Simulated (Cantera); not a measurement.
## NO annealing gas

An isothermal, constant-pressure homogeneous reactor starts with NO : N2 = 1 : 10 (molar parts), at 2200 K and 1.80 bar.

Detailed kinetics in Cantera: GRI-Mech 3.0 (53 species, 325 reactions).

```json
[
 {"t (s)": "2.00e-5", "x NO": "0.0909", "x O": "1.33e-6", "x O2": "7.83e-9", "x N2": "0.909", "x N2O": "1.13e-6", "x NO2": "1.30e-7"},
 {"t (s)": "5.40e-5", "x NO": "0.0909", "x O": "3.98e-6", "x O2": "6.23e-8", "x N2": "0.909", "x N2O": "2.46e-6", "x NO2": "5.39e-7"},
 {"t (s)": "0.000146", "x NO": "0.0909", "x O": "1.27e-5", "x O2": "5.57e-7", "x N2": "0.909", "x N2O": "4.05e-6", "x NO2": "1.96e-6"},
 {"t (s)": "0.000394", "x NO": "0.0908", "x O": "3.77e-5", "x O2": "5.44e-6", "x N2": "0.909", "x N2O": "4.65e-6", "x NO2": "6.07e-6"},
 {"t (s)": "0.00106", "x NO": "0.0907", "x O": "8.11e-5", "x O2": "4.81e-5", "x N2": "0.909", "x N2O": "4.67e-6", "x NO2": "1.31e-5"},
 {"t (s)": "0.00287", "x NO": "0.0903", "x O": "0.000102", "x O2": "0.000253", "x N2": "0.909", "x N2O": "4.64e-6", "x NO2": "1.64e-5"},
 {"t (s)": "0.00775", "x NO": "0.0890", "x O": "0.000114", "x O2": "0.000859", "x N2": "0.910", "x N2O": "4.52e-6", "x NO2": "1.80e-5"},
 {"t (s)": "0.0209", "x NO": "0.0856", "x O": "0.000140", "x O2": "0.00257", "x N2": "0.912", "x N2O": "4.20e-6", "x NO2": "2.15e-5"},
 {"t (s)": "0.0565", "x NO": "0.0757", "x O": "0.000197", "x O2": "0.00747", "x N2": "0.917", "x N2O": "3.35e-6", "x NO2": "2.70e-5"},
 {"t (s)": "0.152", "x NO": "0.0511", "x O": "0.000294", "x O2": "0.0197", "x N2": "0.929", "x N2O": "1.74e-6", "x NO2": "2.74e-5"},
 {"t (s)": "0.412", "x NO": "0.0174", "x O": "0.000390", "x O2": "0.0365", "x N2": "0.946", "x N2O": "6.18e-7", "x NO2": "1.25e-5"},
 {"t (s)": "1.11", "x NO": "0.00649", "x O": "0.000415", "x O2": "0.0420", "x N2": "0.951", "x N2O": "5.12e-7", "x NO2": "4.95e-6"},
 {"t (s)": "3.00", "x NO": "0.00624", "x O": "0.000416", "x O2": "0.0421", "x N2": "0.951", "x N2O": "5.11e-7", "x NO2": "4.76e-6"}
]
```
x: mole fraction; the columns are a selection and need not sum to one.

Equilibrium at this temperature and pressure: NO 0.00624, O 0.000416, O2 0.0421, N2 0.951, N2O 5.11e-7, NO2 4.76e-6 (gas phase only).
